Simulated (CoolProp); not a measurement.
The numbers come from the reference Helmholtz-energy equation of state, Thol 2019 in CoolProp.

Q: For dodecamethylpentasiloxane (MD3M), give the phase and the speed of sound (m/s), expansivity (1/kK), fugacity coefficient at 29.95 °C and 543 kPa; 157.85 °C and 543 kPa.

A: 
- 29.95 °C and 543 kPa: liquid; speed of sound 933, expansivity 1.11, fugacity coefficient 2.07e-5
- 157.85 °C and 543 kPa: liquid; speed of sound 571, expansivity 1.42, fugacity coefficient 0.0258
